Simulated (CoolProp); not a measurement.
Cyclohexane at several states: Z from the reference equation and from simpler models built on Tc = 280.5 °C, pc = 4081 kPa, ω = 0.209; each cubic takes its own stable root.

Model: reference Helmholtz-energy equation of state, Zhou 2014, in CoolProp.

| T (°C) | p (kPa) | phase | reference |
|---|---|---|---|
| 320.25 | 465 | gas | 0.9684 |
| 39.35 | 10300 | liquid | 0.4335 |
| 267.15 | 736 | gas | 0.9303 |
| 162.45 | 214 | gas | 0.9602 |

Question: How far does each simpler model (van der Waals, Soave-Redlich-Kwong) lie from the reference over these 4 states: mean and median of the absolute difference, and the worst?

Answer: 
- van der Waals: mean 14.9 %, median 1.1 %, worst +57.0 % at 39.35 °C and 10300 kPa
- Soave-Redlich-Kwong: mean 1.7 %, median 0.1 %, worst +6.6 % at 39.35 °C and 10300 kPa
